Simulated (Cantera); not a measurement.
# Ignition delay

Mixture: CH4 : O2 : N2 = 1 : 1.67 : 6.27 (molar parts), equivalence ratio 1.2, at 0.550 bar, adiabatic and at constant pressure. Ignition delay is the time to a rise of 400 K.

Detailed kinetics in Cantera: GRI-Mech 3.0 (53 species, 325 reactions).

```tsv
T0 (K)	delay (ms)
1000	2240
1075	598
1150	177
1225	57.6
1300	20.5
1375	7.90
1450	3.33
1525	1.55
```

```json
{
  "apparent activation energy between 1375 and 1525 K": "190 kJ/mol"
}
```
